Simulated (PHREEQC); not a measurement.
# Acid mine or pickling water

A made-up water analysis in mmol/kgw, 45 °C, pH 2.11, pe 12.8:

| constituent | mmol/kgw |
|---|---|
| Na | 2.37 |
| K | 0.0496 |
| Ca | 3.32 |
| Mg | 0.249 |
| Cl | 1.24 |
| S(6) | 11.8 |
| Cu(2) | 0.0246 |

Valence states are taken as typed.

Computed with PHREEQC (ion-association model, phreeqc.dat).

- ionic strength = 0.0259 mol/kgw
- specific conductance = 6280 µS/cm
- total alkalinity = -13.6 meq/kg
- charge-balance error = -4.8 %

```csv
species,molality,activity,log γ
H+,0.00886,0.00776,-0.058
SO4-2,0.00609,0.00327,-0.270
HSO4-,0.00462,0.00394,-0.069
Ca+2,0.00238,0.00130,-0.265
Na+,0.00233,0.00199,-0.068
Cl-,0.00124,0.00105,-0.071
CaSO4,0.000863,0.000868,0.003
Mg+2,0.000148,8.17e-5,-0.258
MgSO4,0.000101,0.000102,0.003
CaHSO4+,7.21e-5,6.15e-5,-0.069
K+,4.81e-5,4.08e-5,-0.071
NaSO4-,4.28e-5,3.67e-5,-0.066
```

No solid was allowed to form. Away from 25 °C the constants follow the database's enthalpies or fits; those with neither stay at their 25 °C values.
